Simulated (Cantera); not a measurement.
A Cantera script and what it prints.

```python
import numpy as np
import cantera as ct

gas_names = [...]  # 113 gases of nasa_gas.yaml made of C, Cu, H, O
cond_names = """
    C(gr) C6H6(L) C7H8(L) C8H18(L),n-octa Cu(cr) Cu(L) CuO(s) CuO2H2(s) Cu2O(s) Cu2O(L) H2O(s) H2O(L)
""".split()


# ... load() reads the species with a 1 bar reference pressure and builds the phases ...
atoms = {
    'CuO': {'Cu': 1, 'O': 1},
    'CH4': {'C': 1, 'H': 4},
    'H2': {'H': 2},
}
top_T = {'C(gr)': 4500, 'CuO(s)': 1390}  # K; cautious upper limits of use, not melting points


# ... equilibrate(T, P, feed) seeds the gas with the atoms and calls Mixture.equilibrate('TP', solver="vcs", rtol=1e-11, max_steps=5000) ...
results = []
feed = {'CuO': 1, 'CH4': 0.55, 'H2': 8.5}  # mol
T = 2475  # K
P = 76000  # Pa
mix = equilibrate(T, P, feed)
results.append((T, P, feed, dict(zip(mix.species_names, mix.species_moles))))
x = sorted(zip(gas.X, gas.species_names), reverse=True)
print(f"T = {T:g} K  P = {P:g} Pa  gas = {mix.phase_moles(0):.4g} mol")
print("   x: " + "  ".join(f"{s} {v:.3e}" for v, s in x if v > 0.0001))
print("   condensed (mol): " + ("  ".join(f"{mix.phase(i).name} {mix.phase_moles(i):.4g}"
      for i in range(1, mix.n_phases) if mix.phase_moles(i) > 1e-12) or "none"))
```

It prints:

```
T = 2475 K  P = 76000 Pa  gas = 11.28 mol
   x: H2 8.005e-01  Cu 8.754e-02  CO 4.839e-02  H2O 3.929e-02  H 2.309e-02  Cu2 5.761e-04  CO2 3.876e-04  OH 2.282e-04
   condensed (mol): none
```

These are equilibrium values from Cantera (NASA tables, ideal gas, pure condensed phases), not measurements of a reactor.
